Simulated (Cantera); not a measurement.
Cantera run, input and output.

```python
import numpy as np
import cantera as ct

gas = ct.Solution("gri30.yaml")
gas.TPX = 575, 101325, {'CH3OH': 1, 'O2': 1.6, 'N2': 4.75, 'H2O': 1.1}
flame = ct.FreeFlame(gas, width=0.04)
flame.set_refine_criteria(ratio=3, slope=0.08, curve=0.16)
flame.transport_model = "mixture-averaged"
flame.solve(loglevel=0, auto=True)
z, T = flame.grid, flame.T
thick = (T[-1] - T[0]) / np.gradient(T, z).max()
show = ['CH3OH', 'O2', 'H2O', 'C2H6', 'CH2CO', 'NO2']
print(f"laminar burning velocity  {flame.velocity[0] * 100:.3f} cm/s")
print(f"burnt temperature         {T[-1]:.1f} K")
print(f"thermal thickness         {thick * 1e3:.4f} mm")
print(f"grid points               {len(z)}")
z0 = z[flame.heat_release_rate.argmax()]
print(f"{'z/mm':>9s}{'T/K':>9s}{'u/(m/s)':>9s}" + "".join(f"{s:>11s}" for s in show))
rows = []
for k in (-3, -2, -1.5, -1, -0.5, -0.25, 0, 0.25, 0.5, 1, 2, 4, 8):
    zz = z0 + k * thick
    rows.append([k * thick, np.interp(zz, z, T), np.interp(zz, z, flame.velocity),
                 *(np.interp(zz, z, flame.X[gas.species_index(s)]) for s in show)])
    print(f"{rows[-1][0] * 1e3:9.3f}{rows[-1][1]:9.1f}{rows[-1][2]:9.3f}" + "".join(f"{x:11.3e}" for x in rows[-1][3:]))
```

It prints:

```
laminar burning velocity  120.026 cm/s
burnt temperature         2297.5 K
thermal thickness         0.2887 mm
grid points               131
     z/mm      T/K  u/(m/s)      CH3OH         O2        H2O       C2H6      CH2CO        NO2
   -0.866    575.1    1.202  1.182e-01  1.890e-01  1.300e-01  2.694e-12  1.160e-11  1.600e-11
   -0.577    576.4    1.208  1.178e-01  1.884e-01  1.300e-01  6.616e-11  3.247e-10  2.946e-10
   -0.433    582.4    1.226  1.171e-01  1.871e-01  1.308e-01  5.066e-10  2.733e-09  1.816e-09
   -0.289    626.2    1.330  1.139e-01  1.820e-01  1.377e-01  6.354e-09  3.938e-08  1.587e-08
   -0.144    907.2    1.985  8.988e-02  1.553e-01  1.762e-01  8.724e-08  6.238e-07  1.059e-07
   -0.072   1256.1    2.831  5.115e-02  1.212e-01  2.210e-01  2.584e-07  1.971e-06  1.216e-07
    0.000   1644.7    3.823  7.062e-03  8.094e-02  2.730e-01  3.365e-07  4.135e-06  2.265e-08
    0.072   1786.7    4.164  6.494e-05  5.608e-02  2.957e-01  1.158e-08  8.518e-07  7.173e-10
    0.144   1847.4    4.280  1.587e-07  4.340e-02  3.021e-01  3.469e-11  5.042e-08  5.703e-10
    0.289   1931.7    4.434  1.669e-10  3.443e-02  3.050e-01  3.647e-15  3.427e-10  8.720e-10
    0.577   2032.1    4.626  2.217e-14  2.870e-02  3.102e-01  2.297e-21  4.958e-14  1.476e-09
    1.155   2131.0    4.820  9.140e-17  2.427e-02  3.187e-01  3.896e-28  1.230e-18  2.799e-09
    2.310   2211.7    4.975  3.323e-17  2.052e-02  3.265e-01  5.013e-29  3.542e-19  5.668e-09
```

Cantera simulation using GRI-Mech 3.0 (53 species, 325 reactions); the numbers are that mechanism's predictions, not measurements. GRI-Mech 3.0 was tuned for natural gas; its chemistry of methanol as a main component is partial and can be far from experiment. Burning velocities carry a grid error of a few per cent, more on coarse grids.
